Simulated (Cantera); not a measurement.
What does this Cantera script print?

```python
import numpy as np
import cantera as ct

gas_names = """
    F F2 N NF NF2 NF3 N2 Si SiF SiF2 SiF3 SiF4 SiN Si2 Si2N Si3
""".split()
cond_names = """
    Si(cr) Si(L) Si3N4(a)
""".split()


# ... load() reads the species with a 1 bar reference pressure and builds the phases ...
atoms = {
    'SiF4': {'Si': 1, 'F': 4},
    'N2': {'N': 2},
}
top_T = {'Si3N4(a)': 2400}  # K; cautious upper limits of use, not melting points


# ... equilibrate(T, P, feed) seeds the gas with the atoms and calls Mixture.equilibrate('TP', solver="vcs", rtol=1e-11, max_steps=5000) ...
results = []
feed = {'SiF4': 1, 'N2': 19}  # mol
T = 1248.15  # K
P = 133.322  # Pa
mix = equilibrate(T, P, feed)
results.append((T, P, feed, dict(zip(mix.species_names, mix.species_moles))))
print(gas.report(threshold=0.001))
for i in range(1, mix.n_phases):
    print(f"{mix.phase(i).name:16s} {mix.phase_moles(i):12.5e} mol")
```

Output:

```
       temperature   1248.2 K
          pressure   133.32 Pa
           density   0.00040876 kg/m^3
  mean mol. weight   31.817 kg/kmol
   phase of matter   gas

                          1 kg             1 kmol
                     ---------------   ---------------
          enthalpy       -1.5072e+06       -4.7956e+07  J
   internal energy       -1.8334e+06       -5.8334e+07  J
           entropy            9467.3        3.0122e+05  J/K
    Gibbs function       -1.3324e+07       -4.2393e+08  J
 heat capacity c_p              1174             37353  J/K
 heat capacity c_v            912.66             29038  J/K

                      mass frac. Y      mole frac. X     chem. pot. / RT
                     ---------------   ---------------   ---------------
                N2           0.83644              0.95           -32.137
              SiF4           0.16356              0.05           -206.39
     [  +14 minor]        5.7214e-08        3.4981e-08

Si(cr)            0.00000e+00 mol
Si3N4(a)          0.00000e+00 mol
```

These are equilibrium values from Cantera (NASA tables, ideal gas, pure condensed phases), not measurements of a reactor.
